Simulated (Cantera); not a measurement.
**Si₃H₈ + N₂ (silicon epitaxy and polysilicon growth)**

Feed: 1 mol Si₃H₈, 4.2 mol N₂, equilibrated at 900 °C and 2.50 mbar.

Equilibrium computed with Cantera from the NASA thermochemical tables; the gas is ideal and each condensed phase is pure. Candidate condensed phases: Si, Si₃N₄; 18 gas species. The feed counts by its element totals alone. N₂ is the only nitrogen source here; it is nearly inert below about 1500 K, so the nitride shown seldom forms there in practice. Rates play no part.

```
Property                              Value
--------------------------------  ---------
x(H₂)                                 0.645
x(N₂)                                 0.355
x(H)                                1.89e-6
n(Si₃N₄(s))                        1.00 mol
gas amount                        6.200 mol
log10 activity of Si(s) (absent)      -3.24
```
